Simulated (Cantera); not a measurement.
Feed: 1 mol MgCO3, 0.4 mol SO2, 0.57 mol O2, at 4.60 bar.

Method: chemical equilibrium by Gibbs-energy minimisation in Cantera with the NASA 1993 tables (ideal gas, pure condensed phases). Candidate condensed phases: C, Mg, MgCO3, MgO, MgS, MgSO4, S; 26 gas species. The numbers say what is thermodynamically allowed, not how fast it happens. All values below are at 773 K.

Base state: CO2 0.730, O2 0.270 (mole fractions); condensed: MgO(s) + MgSO4(s).

**Question.** What changes in the equilibrium state with this change: MgCO3 replaced by Fe2O3?

**Answer.** 
```tsv
species	before	after
O2	0.270	1.000
SO3	<1e-9	9.61e-5
CO2	0.730	0
MgO(s), mol	0.600	0
MgSO4(s), mol	0.400	0
Fe2O3(s), mol	0	0.867
Fe2(SO4)3(s), mol	0	0.133
```
Further candidate phases: Fe, FeO, FeS, FeSO4, FeS2, Fe2O3, Fe2(SO4)3, Fe3O4.
